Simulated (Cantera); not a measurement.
Feed: 1 mol TEOS, 4.4 mol N2O, 0.44 mol NO, at 725 K and 1.80 Torr.

Method: chemical equilibrium by Gibbs-energy minimisation in Cantera with the NASA 1993 tables (ideal gas, pure condensed phases). Candidate condensed phases: C, C6H6, C7H8, C8H18, H2O, Si, SiC, SiO2, Si2N2O, Si3N4; 151 gas species. The feed counts by its element totals alone. Rates play no part.

Base state: H2 0.482, N2 0.241, CO 0.155, CO2 0.0838, H2O 0.0345, CH4 0.00286 (mole fractions); condensed: C(graphite) + SiO2(α-quartz).

What changes in the equilibrium state with this change: TEOS replaced by SiF4?


| species | before | after |
|---|---|---|
| N2 | 0.241 | 0.575 |
| O2 | <1e-9 | 0.301 |
| SiF4 | 0 | 0.124 |
| H2 | 0.482 | 0 |
| CO | 0.155 | 0 |
| CO2 | 0.0838 | 0 |
| H2O | 0.0345 | 0 |
| CH4 | 0.00286 | 0 |
| C(graphite), mol | 3.37 | 0 |
| SiO2(α-quartz), mol | 1.00 | 0 |
